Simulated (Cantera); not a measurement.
A perfectly stirred reactor is fed with H2 : O2 : N2 = 0.11 : 1 : 0.17 (molar parts), equivalence ratio 0.055, at 20.0 Torr; it is held at 1425 K, and followed from long to short residence time.

Model: the H2/O2 subset of GRI-Mech 3.0, which has no nitrogen chemistry, integrated in Cantera. Radical loss at walls, strong at low pressure, is not modelled. The temperature is held fixed by assumption; the heat of reaction is taken as removed at once.

x: mole fraction; the columns are a selection and need not sum to one.

| τ (s) | x H2 | x O2 | x O | x HO2 | x H2O | x H |
|---|---|---|---|---|---|---|
| 1.6 | ? | 0.769 | 0.00183 | 1.17e-6 | 0.0885 | 0.000103 |
| 0.69 | ? | 0.767 | 0.00318 | 1.68e-6 | 0.0879 | 0.000235 |
| 0.31 | ? | 0.765 | 0.00532 | 2.28e-6 | 0.0871 | 0.000510 |
| 0.13 | ? | 0.761 | 0.00911 | 3.01e-6 | 0.0858 | 0.00115 |
| 0.060 | ? | 0.756 | 0.0143 | 3.67e-6 | 0.0840 | 0.00225 |
| 0.026 | ? | 0.748 | 0.0220 | 4.29e-6 | 0.0813 | 0.00432 |
| 0.012 | ? | 0.739 | 0.0304 | 4.71e-6 | 0.0781 | 0.00709 |
| 0.0052 | ? | 0.730 | 0.0387 | 4.99e-6 | 0.0744 | 0.0104 |

Question: Complete the blanks.

Answer: 
- 1.6, x H2: 0.000126
- 0.69, x H2: 0.000215
- 0.31, x H2: 0.000355
- 0.13, x H2: 0.000600
- 0.060, x H2: 0.000934
- 0.026, x H2: 0.00145
- 0.012, x H2: 0.00206
- 0.0052, x H2: 0.00291
